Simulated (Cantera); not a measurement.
What does this Cantera script print?

```python
import numpy as np
import cantera as ct

gas = ct.Solution("gri30.yaml")
gas.TPX = 1375, 2666, {'N2O': 1, 'O2': 0.11}
inlet = ct.Reservoir(gas, clone=True)

reactor = ct.IdealGasConstPressureReactor(gas, energy="off", clone=False)
exhaust = ct.Reservoir(gas, clone=True)
tau = [3.5, 1.6, 0.75, 0.35, 0.16, 0.074, 0.034, 0.016, 0.0074, 0.0034][0]
for a, b in ((inlet, reactor), (reactor, exhaust)):
    ct.MassFlowController(a, b, mdot=lambda t: reactor.mass / tau)
net = ct.ReactorNet([reactor])
show = ['N2O', 'O2', 'N2', 'O', 'NO', 'NO2']

rows = []
print(f"{'tau/s':>10s}{'T/K':>9s}" + "".join(f"{s:>11s}" for s in show))
for tau in [3.5, 1.6, 0.75, 0.35, 0.16, 0.074, 0.034, 0.016, 0.0074, 0.0034]:
    net.initial_time = 0.0
    net.advance(30 * tau)
    before = gas.X
    net.advance(40 * tau)
    drift = np.max(np.abs(gas.X - before) / (gas.X + 1e-9))
    rows.append([gas.T, *gas[show].X, drift])
    print(f"{tau:10.3e}{gas.T:9.1f}" + "".join(f"{x:11.3e}" for x in gas[show].X))
```

It prints:

```
     tau/s      T/K        N2O         O2         N2          O         NO        NO2
 3.500e+00   1375.0  3.619e-01  2.324e-01  3.375e-01  1.905e-05  6.823e-02  2.358e-05
 1.600e+00   1375.0  5.353e-01  1.894e-01  2.288e-01  1.916e-05  4.640e-02  1.461e-05
 7.500e-01   1375.0  6.822e-01  1.531e-01  1.368e-01  1.920e-05  2.779e-02  7.896e-06
 3.500e-01   1375.0  7.836e-01  1.280e-01  7.338e-02  1.922e-05  1.491e-02  3.757e-06
 1.600e-01   1375.0  8.432e-01  1.133e-01  3.610e-02  1.922e-05  7.335e-03  1.556e-06
 7.400e-02   1375.0  8.733e-01  1.059e-01  1.728e-02  1.921e-05  3.511e-03  5.714e-07
 3.400e-02   1375.0  8.880e-01  1.023e-01  8.067e-03  1.916e-05  1.637e-03  1.780e-07
 1.600e-02   1375.0  8.948e-01  1.006e-01  3.817e-03  1.907e-05  7.725e-04  4.974e-08
 7.400e-03   1375.0  8.981e-01  9.979e-02  1.764e-03  1.888e-05  3.549e-04  1.200e-08
 3.400e-03   1375.0  8.996e-01  9.941e-02  8.038e-04  1.846e-05  1.597e-04  2.613e-09
```

Computed with Cantera and GRI-Mech 3.0 (53 species, 325 reactions). GRI-Mech 3.0 was tuned for natural gas; its chemistry of N2O as a main component is partial and can be far from experiment. Radical loss at walls, strong at low pressure, is not modelled. The mechanism lacks the step 2 NO + O2 → 2 NO2, which can matter for NO2 below about 1400 K. The temperature is held fixed by assumption; the heat of reaction is taken as removed at once.
